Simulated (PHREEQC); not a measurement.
PHREEQC input (Pitzer model, pitzer.dat):

```
SOLUTION 1
  temp 25
  units mol/kgw
  pH 7 charge
  C(4) 0.011
  K 0.261
  Cl 0.05
  S(6) 0.1
END
USE solution 1
INCREMENTAL_REACTIONS false
REACTION 1
  H2O -1
  0 9.886 18.011 24.689 30.178 34.689 38.397 41.444
  43.949 46.007 47.699 49.089 50.232 51.172 51.944 52.578
  53.1 53.528 53.88 54.17 54.408 54.603 54.764 54.896
  55.005 55.094 55.168 55.228 moles
EQUILIBRIUM_PHASES 1
  Arcanite 0 0
  Kalicinite 0 0
  Misenite 0 0
  Sylvite 0 0
SELECTED_OUTPUT 1
  -reset false
  -pH true
  -pe true
  -ionic_strength true
  -water true
  -activities H2O
  -totals C Cl K S
  -molalities H+ K+ Cl- CO3-2 SO4-2 OH- HCO3- CO2 HSO4-
  -equilibrium_phases Arcanite Kalicinite Misenite Sylvite
PRINT
  -reset false
END
```

Selected output (columns that matter, 24 of 28 rows; water left (kg) added in front):

```
water left (kg)	pH	mu	C	Cl	K	S	m_H+	m_K+	m_Cl-	m_SO4-2	la_H2O	Arcanite	Kalicinite	Sylvite
1	8.0118	0.36115	0.011	0.05	0.261	0.1	1.6364e-08	0.261	0.05	0.1	-0.0026545	0	0	0
0.821894	7.9941	0.43941	0.013384	0.060835	0.31756	0.12167	1.7653e-08	0.31756	0.060835	0.12167	-0.0031917	0	0	0
0.675514	7.9759	0.53463	0.016284	0.074018	0.38637	0.14804	1.9067e-08	0.38637	0.074018	0.14804	-0.0038367	0	0	0
0.456313	7.9378	0.79146	0.024106	0.10957	0.57198	0.21915	2.2243e-08	0.57198	0.10957	0.21915	-0.0055412	0	0	0
0.375043	7.918	0.96296	0.02933	0.13332	0.69592	0.26664	2.395e-08	0.69592	0.13332	0.26664	-0.0066586	0	0	0
0.30824	7.8977	1.1717	0.035687	0.16221	0.84674	0.32442	2.565e-08	0.84674	0.16221	0.32442	-0.0080034	0	0	0
0.253345	7.877	1.4255	0.043419	0.19736	1.0302	0.39472	2.7217e-08	1.0302	0.19736	0.39472	-0.0096246	0	0	0
0.208215	7.8559	1.7345	0.05283	0.24014	1.2535	0.48027	2.8451e-08	1.2535	0.24014	0.48027	-0.011588	0	0	0
0.171138	7.8449	1.8985	0.064276	0.29216	1.3839	0.51371	2.8486e-08	1.3839	0.29216	0.51371	-0.012936	0.012084	0	0
0.115613	7.8377	1.9231	0.095145	0.43248	1.457	0.4647	2.7042e-08	1.457	0.43248	0.4647	-0.014543	0.046275	0	0
0.0950205	7.8323	1.9491	0.11576	0.5262	1.5123	0.43517	2.6201e-08	1.5123	0.5262	0.43517	-0.015676	0.05865	0	0
0.0780855	7.8253	1.9909	0.14087	0.64032	1.5863	0.40253	2.5295e-08	1.5863	0.64032	0.40253	-0.017117	0.068568	0	0
0.0641772	7.8164	2.0552	0.1714	0.77909	1.6852	0.36737	2.4343e-08	1.6852	0.77909	0.36737	-0.018959	0.076423	0	0
0.0527552	7.8053	2.1512	0.20851	0.94777	1.8174	0.33058	2.3365e-08	1.8174	0.94777	0.33058	-0.021315	0.08256	0	0
0.0433509	7.7915	2.2905	0.25374	1.1534	1.9934	0.29313	2.237e-08	1.9934	1.1534	0.29313	-0.024343	0.087292	0	0
0.0292986	7.7569	2.7508	0.37544	1.7066	2.5237	0.22085	2.0311e-08	2.5237	1.7066	0.22085	-0.033156	0.093529	0	0
0.024074	7.7368	3.1039	0.45692	2.0769	2.9087	0.18741	1.9176e-08	2.9087	2.0769	0.18741	-0.039471	0.095488	0	0
0.0197863	7.7163	3.5619	0.55594	2.527	3.3958	0.15644	1.7908e-08	3.3958	2.527	0.15644	-0.047485	0.096905	0	0
0.0162731	7.6966	4.1446	0.67596	3.0725	4.0048	0.12814	1.6466e-08	4.0048	3.0725	0.12814	-0.057608	0.097915	0	0
0.0133725	7.6796	4.8827	0.82258	3.739	4.7664	0.10239	1.4816e-08	4.7664	3.739	0.10239	-0.070469	0.098631	0	0
0.0109942	7.6687	5.5742	1.0005	4.3009	5.4724	0.085489	1.3657e-08	5.4724	4.3009	0.085489	-0.082421	0.09906	0	0.0027145
0.0074269	7.6546	5.8872	1.4811	4.1183	5.7761	0.088352	1.5409e-08	5.7761	4.1183	0.088352	-0.085895	0.099344	0	0.019414
0.00609356	7.6463	6.0898	1.7787	4.0137	5.9731	0.090366	1.6529e-08	5.9731	4.0137	0.090366	-0.08796	0.099449	0.00016124	0.025542
0.00501209	7.6463	6.0898	1.7787	4.0137	5.9731	0.090366	1.6529e-08	5.9731	4.0137	0.090366	-0.08796	0.099547	0.0020849	0.029883
```
